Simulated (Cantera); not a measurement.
## Si₂H₆ + H₂O + H₂ (silicon oxide and oxynitride deposition)

Charge: 1 mol Si₂H₆, 1.9 mol H₂O, 73 mol H₂, held at 120 Pa.

Equilibrium computed with Cantera from the NASA thermochemical tables; the gas is ideal and each condensed phase is pure. Candidate condensed phases: H₂O, Si, SiO₂; 18 gas species. The feed counts by its element totals alone. Mutual solubility and eutectic melting of coexisting phases are not modelled. The tables hold silica as quartz up to 1696 K and as liquid above; real silica turns to tridymite and cristobalite and melts near 1996 K. Gases not in the tables: Si₂H₆ and higher silanes. Kinetics and transport are ignored.

| T (°C) | x H₂ | x SiO | x H | x Si | x SiH | x SiH₂ | n Si(s) | n SiO₂(β-quartz) | n Si(l) |
|---|---|---|---|---|---|---|---|---|---|
| 977 | 0.998 | 0.00178 | 1.39e-5 | 6.92e-9 | 2.64e-9 | 3.12e-8 | 0.981 | 0.881 | 0 |
| 1027 | 0.994 | 0.00634 | 3.18e-5 | 3.61e-8 | 1.03e-8 | 7.60e-8 | 0.801 | 0.701 | 0 |
| 1077 | 0.979 | 0.0206 | 6.81e-5 | 1.66e-7 | 3.63e-8 | 1.71e-7 | 0.232 | 0.132 | 0 |
| 1127 | 0.976 | 0.0238 | 0.000139 | 6.86e-7 | 1.17e-7 | 3.68e-7 | 0.0999 | 0 | 0 |
| 1177 | 0.976 | 0.0238 | 0.000270 | 2.56e-6 | 3.49e-7 | 7.51e-7 | 0.0997 | 0 | 0 |
| 1227 | 0.976 | 0.0238 | 0.000502 | 8.77e-6 | 9.63e-7 | 1.46e-6 | 0.0991 | 0 | 0 |
| 1277 | 0.975 | 0.0238 | 0.000898 | 2.77e-5 | 2.49e-6 | 2.72e-6 | 0.0974 | 0 | 0 |
| 1327 | 0.975 | 0.0238 | 0.00155 | 8.13e-5 | 6.05e-6 | 4.88e-6 | 0.0926 | 0 | 0 |
| 1377 | 0.973 | 0.0238 | 0.00259 | 0.000223 | 1.39e-5 | 8.43e-6 | 0.0802 | 0 | 0 |
| 1427 | 0.971 | 0.0237 | 0.00419 | 0.000565 | 2.99e-5 | 1.38e-5 | 0 | 0 | 0.0507 |
| 1477 | 0.968 | 0.0237 | 0.00661 | 0.00116 | 5.24e-5 | 1.87e-5 | 0 | 0 | 0 |
| 1527 | 0.965 | 0.0237 | 0.0102 | 0.00118 | 4.58e-5 | 1.29e-5 | 0 | 0 | 0 |
| 1577 | 0.960 | 0.0236 | 0.0152 | 0.00119 | 4.00e-5 | 8.96e-6 | 0 | 0 | 0 |
x: gas mole fraction; n: condensed amount in mol.

From 977 °C to 1077 °C the condensed part is Si(s) + SiO₂(β-quartz). From 1127 °C to 1377 °C the condensed part is Si(s). At 1427 °C the condensed part is Si(l). From 1477 °C to 1577 °C nothing is condensed. The main Si-bearing gas is SiO throughout.
